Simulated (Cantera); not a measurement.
Input: 1 mol Zr, 5.2 mol N2, 3.5 mol N2O, equilibrated at 2698.15 K and 100 Torr.

These are equilibrium values from Cantera (NASA tables, ideal gas, pure condensed phases), not measurements of a reactor. Candidate condensed phases: Zr, ZrN, ZrO2; 13 gas species. The numbers say what is thermodynamically allowed, not how fast it happens.

Base state: N2 0.901, O2 0.0577, O 0.0236, NO 0.0178, ZrO2 3.94e-5 (mole fractions); condensed: ZrO2(s).

Question: What changes in the equilibrium state with this change: temperature from 2698.15 K to 1648 K?

Answer: 
```json
[
 {"species": "N2", "before": "0.901", "after": "0.920"},
 {"species": "O2", "before": "0.0577", "after": "0.0786"},
 {"species": "NO", "before": "0.0178", "after": "0.00156"},
 {"species": "O", "before": "0.0236", "after": "1.94e-5"},
 {"species": "ZrO2", "before": "3.94e-5", "after": "<1e-9"},
 {"species": "ZrO2(s), mol", "before": "1.000", "after": "0"},
 {"species": "ZrO2(tetragonal), mol", "before": "0", "after": "1.00"}
]
```
